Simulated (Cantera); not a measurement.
A freely propagating, adiabatic, planar premixed flame of CH3OH : O2 : N2 = 1 : 1 : 3.76 (molar parts), equivalence ratio 1.5, unburnt at 700 K and 10.0 bar; mixture-averaged transport, grid criteria slope 0.08 and curve 0.16, no radiation.

Cantera simulation using GRI-Mech 3.0 (53 species, 325 reactions); the numbers are that mechanism's predictions, not measurements. GRI-Mech 3.0 was tuned for natural gas; its chemistry of methanol as a main component is partial and can be far from experiment. Burning velocities carry a grid error of a few per cent, more on coarse grids.

Problem. How do the results move with these cheaper or finer settings: unity-Lewis-number transport; multicomponent transport; multicomponent+Soret transport; grid criteria slope 0.5, curve 1; grid criteria slope 0.25, curve 0.5; grid criteria slope 0.03, curve 0.06?

Solution. 
```
setting                               laminar burning velocity  thermal thickness  peak x(O)  peak x(CH3)  grid points
------------------------------------  ------------------------  -----------------  ---------  -----------  -----------
as above                                              119 cm/s          0.0322 mm   0.000644     0.000250          142
unity-Lewis-number transport                         83.4 cm/s          0.0428 mm   0.000745     0.000265          140
multicomponent transport                              119 cm/s          0.0326 mm   0.000644     0.000250          142
multicomponent+Soret transport                        117 cm/s          0.0327 mm   0.000651     0.000244          143
grid criteria slope 0.5, curve 1                      137 cm/s          0.0355 mm   0.000682     0.000273           36
grid criteria slope 0.25, curve 0.5                   126 cm/s          0.0333 mm   0.000666     0.000256           64
grid criteria slope 0.03, curve 0.06                  117 cm/s          0.0319 mm   0.000638     0.000247          344
```
The base run took about 12 core-seconds (a rough figure).
Unity Lewis numbers drop preferential diffusion, which matters most where H2 and H carry the flame; Soret adds thermal diffusion.
